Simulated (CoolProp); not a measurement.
Properties of isobutane along the isotherm 575 K.

Computed with CoolProp (reference Helmholtz-energy equation of state, Bücker 2006).

```tsv
p (kPa)	phase	Joule-Thomson coefficient (K/MPa)	expansivity (1/kK)	conductivity (mW/(m K))	Prandtl number
2500	gas	3.249	2.282	58.8	0.733
5000	supercritical	3.270	2.961	61.4	0.822
7500	supercritical	3.076	3.665	63.9	0.964
10000	supercritical	2.624	4.119	66.2	1.13
12500	supercritical	2.045	4.141	68.5	1.29
15000	supercritical	1.520	3.865	70.6	1.42
17500	supercritical	1.112	3.490	72.6	1.54
20000	supercritical	0.8099	3.125	74.4	1.65
22500	supercritical	0.5881	2.810	76.1	1.75
25000	supercritical	0.4232	2.548	77.7	1.84
27500	supercritical	0.2984	2.332	79.1	1.92
30000	supercritical	0.2018	2.153	80.5	2.00
32500	supercritical	0.1255	2.004	81.8	2.07
35000	supercritical	0.06415	1.878	83.1	2.15
```

Viscosity comes from a separate model (Vogel 2000). Thermal conductivity comes from a separate model (Perkins 2002).
